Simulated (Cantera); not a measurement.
Charge: 1 mol HgO, 0.31 mol O₂, 26 mol H₂, held at 4.60 mbar.

These are equilibrium values from Cantera (NASA tables, ideal gas, pure condensed phases), not measurements of a reactor. Candidate condensed phases: H₂O, Hg, HgO; 10 gas species. Kinetics and transport are ignored. All values below are at 1448 K.

Base state: H₂ 0.903, H₂O 0.0600, Hg 0.0370, H 0.000129 (mole fractions); condensed: gas only.

Problem. What changes in the equilibrium state with this change: O₂ from 0.31 to 0.11 mol?

Solution. 
| species | before | after |
|---|---|---|
| H₂ | 0.903 | 0.918 |
| H₂O | 0.0600 | 0.0452 |
| Hg | 0.0370 | 0.0370 |
| H | 0.000129 | 0.000130 |
